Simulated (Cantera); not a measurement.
Charge: 1 mol CuO, a varied amount of H2, at 1400 °C and 0.170 bar.

Method: chemical equilibrium by Gibbs-energy minimisation in Cantera with the NASA 1993 tables (ideal gas, pure condensed phases). Candidate condensed phases: Cu, CuO, Cu(OH)2, Cu2O, H2O; 12 gas species. Rates play no part.

Q: Which condensed phases are stable at each of these points (n(H2) (mol)): 13, 23, 40, 69, 120, 210, 350, 610, 1100, 1800?

A: 
```tsv
n(H2) (mol)	condensed phases	Cu condensed (%)
13	Cu(l)	99.1
23	Cu(l)	98.5
40	Cu(l)	97.4
69	Cu(l)	95.5
120	Cu(l)	92.1
210	Cu(l)	86.2
350	Cu(l)	77.1
610	Cu(l)	60.0
1100	Cu(l)	27.9
1800	gas only	0.0
```

From 13 mol H2 to 1100 mol H2 the condensed part is Cu(l). At 1800 mol H2 nothing is condensed.
